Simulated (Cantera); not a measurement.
**Dilute partial oxidation**

An isothermal, constant-pressure homogeneous reactor starts with C2H4 : O2 : N2 : H2O = 0.002 : 0.0073 : 1 : 0.042 (molar parts), at 1400 K and 1.00 bar.

Computed with Cantera and GRI-Mech 3.0 (53 species, 325 reactions). GRI-Mech 3.0 was tuned for natural gas; its chemistry of ethylene as a main component is partial and can be far from experiment.

```
t (s)      x C2H4     x O2     x HCN       x H      x CO
--------  -------  -------  --------  --------  --------
1.00e-6   0.00190  0.00694    <1e-12  3.65e-12    <1e-12
4.91e-6   0.00190  0.00694    <1e-12  2.48e-11  2.31e-12
2.41e-5   0.00190  0.00694    <1e-12  1.95e-10  6.67e-11
0.000118  0.00190  0.00694    <1e-12   4.21e-9   4.42e-9
0.000581  0.00135  0.00655   1.36e-8  0.000108  0.000312
0.00285    <1e-12  0.00207   5.75e-8  0.000414  0.000585
0.0140     <1e-12  0.00135   1.23e-9   2.69e-5   5.71e-5
0.0688     <1e-12  0.00124  8.92e-11   8.62e-7   5.38e-6
0.338      <1e-12  0.00123  8.46e-12   3.16e-8   5.08e-7
1.66       <1e-12  0.00123    <1e-12   4.34e-9   1.21e-7
8.15       <1e-12  0.00123    <1e-12   3.69e-9   1.07e-7
40.0       <1e-12  0.00123    <1e-12   3.69e-9   1.07e-7
```
x: mole fraction; the columns are a selection and need not sum to one.

Equilibrium at this temperature and pressure: C2H4 <1e-12, O2 0.00121, HCN <1e-12, H 3.71e-9, CO 1.08e-7 (gas phase only).
